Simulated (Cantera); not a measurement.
Cantera run:

```python
import numpy as np
import cantera as ct

gas_names = """
    CL CL2 H HCL H2 N NH NH2 NH3 N2 N2H2 N2H4 Si SiCL SiCL2 SiCL3 SiCL4 SiH SiHCL3 SiH2 SiH2CL2 SiH3
    SiH3CL SiH4 SiN Si2 Si2N Si3
""".split()
cond_names = """
    NH4CL(a) NH4CL(b) Si(cr) Si(L) Si3N4(a)
""".split()


# ... load() reads the species with a 1 bar reference pressure and builds the phases ...
atoms = {
    'SiCl4': {'Si': 1, 'CL': 4},
    'NH3': {'N': 1, 'H': 3},
    'N2': {'N': 2},
}
top_T = {'Si3N4(a)': 2400}  # K; cautious upper limits of use, not melting points


# ... equilibrate(T, P, feed) seeds the gas with the atoms and calls Mixture.equilibrate('TP', solver="vcs", rtol=1e-11, max_steps=5000) ...
results = []
feed = {'SiCl4': 1, 'NH3': 6.1, 'N2': 2.6}  # mol
P = 100000  # Pa
for T in [1723, 1773, 1823, 1873, 1923, 1973, 2023, 2073, 2123]:
    mix = equilibrate(T, P, feed)
    results.append((T, P, feed, dict(zip(mix.species_names, mix.species_moles))))

top = {s: max(r[3][s] / sum(r[3][g] for g in gas_names) for r in results) for s in gas_names}
cols = sorted((s for s in top if top[s] > 1e-06), key=lambda s: -top[s])[:6]
seen = [c for c in cond_names if any(r[3].get(c, 0) > 1e-12 for r in results)]
print("log10 of partial pressures in bar; condensed amounts in mol")
print(f"{'T/K':>10s}" + "".join(f"{s[:9]:>10s}" for s in cols + seen))
for T, P, feed, n in results:
    ng = sum(n[g] for g in gas_names)
    print(f"{T:10.4g}" + "".join(f"{np.log10(max(n[s] / ng * P / 1e5, 1e-99)):10.3f}" for s in cols)
          + "".join(f"{n.get(c, 0):10.4g}" for c in seen))
```

Output:

```
log10 of partial pressures in bar; condensed amounts in mol
       T/K        H2        N2       HCL     SiCL2     SiCL3         H  Si3N4(a)
      1723    -0.339    -0.498    -0.684    -1.909    -2.567    -3.908    0.2427
      1773    -0.335    -0.495    -0.709    -1.746    -2.532    -3.714    0.2124
      1823    -0.331    -0.491    -0.740    -1.608    -2.523    -3.529    0.1766
      1873    -0.327    -0.487    -0.777    -1.494    -2.538    -3.354     0.137
      1923    -0.323    -0.483    -0.819    -1.401    -2.574    -3.187    0.0956
      1973    -0.319    -0.478    -0.865    -1.325    -2.627    -3.029   0.05414
      2023    -0.315    -0.475    -0.913    -1.263    -2.692    -2.879   0.01389
      2073    -0.315    -0.473    -0.930    -1.244    -2.763    -2.737         0
      2123    -0.316    -0.474    -0.928    -1.244    -2.830    -2.603         0
```

Equilibrium computed with Cantera from the NASA thermochemical tables; the gas is ideal and each condensed phase is pure. The tables' values for SiCl3, SiCl, SiN are old estimates; treat these amounts as uncertain. Gases not in the tables: Si2H6 and higher silanes.
